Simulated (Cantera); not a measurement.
A perfectly stirred reactor is fed with NH3 : N2 = 1 : 0.26 (molar parts), at 0.0267 bar; it is held at 2200 K, and followed from long to short residence time.

Cantera simulation using the gas-phase N/H chemistry of the illustrative SiF4/NH3 mechanism in the Surface Chemkin manual (1991); the numbers are that mechanism's predictions, not measurements. Walls and surfaces, which speed up NH3 decomposition in real reactors, are not modelled.

What does this change do: temperature 2200 to 2325 K?


| quantity | before | after |
|---|---|---|
| x(NH3) at τ = 17.0 s | 0.00149 | 6.77e-5 |
| x(N2H4) at τ = 17.0 s | 7.91e-12 | <1e-12 |
| x(N2H2) at τ = 17.0 s | 2.86e-8 | 3.00e-9 |
| x(NH) at τ = 17.0 s | 1.51e-5 | 1.79e-5 |
| x(H) at τ = 17.0 s | 0.00754 | 0.0397 |
| x(NH3) at τ = 0.240 s | 0.235 | 0.109 |
| x(N2H4) at τ = 0.240 s | 4.57e-9 | 1.67e-9 |
| x(N2H2) at τ = 0.240 s | 3.97e-6 | 2.43e-6 |
| x(NH) at τ = 0.240 s | 4.93e-5 | 7.32e-5 |
| x(H) at τ = 0.240 s | 0.000819 | 0.00188 |

What does this change do: NH3 1 to 0.26 parts?


```tsv
quantity	before	after
x(NH3) at τ = 17.0 s	0.00149	0.00130
x(N2H4) at τ = 17.0 s	7.91e-12	5.98e-12
x(N2H2) at τ = 17.0 s	2.86e-8	2.30e-8
x(NH) at τ = 17.0 s	1.51e-5	1.30e-5
x(H) at τ = 17.0 s	0.00754	0.00566
x(NH3) at τ = 0.240 s	0.235	0.161
x(N2H4) at τ = 0.240 s	4.57e-9	2.91e-9
x(N2H2) at τ = 0.240 s	3.97e-6	2.73e-6
x(NH) at τ = 0.240 s	4.93e-5	4.50e-5
x(H) at τ = 0.240 s	0.000819	0.000689
```

What does this change do: temperature 2200 to 1348 K?


| quantity | before | after |
|---|---|---|
| x(NH3) at τ = 17.0 s | 0.00149 | 0.792 |
| x(N2H4) at τ = 17.0 s | 7.91e-12 | 8.41e-9 |
| x(N2H2) at τ = 17.0 s | 2.86e-8 | 2.31e-7 |
| x(NH) at τ = 17.0 s | 1.51e-5 | 1.52e-8 |
| x(H) at τ = 17.0 s | 0.00754 | 1.73e-8 |
| x(NH3) at τ = 0.240 s | 0.235 | 0.794 |
| x(N2H4) at τ = 0.240 s | 4.57e-9 | 2.44e-10 |
| x(N2H2) at τ = 0.240 s | 3.97e-6 | 7.09e-9 |
| x(NH) at τ = 0.240 s | 4.93e-5 | 6.08e-10 |
| x(H) at τ = 0.240 s | 0.000819 | 9.09e-11 |
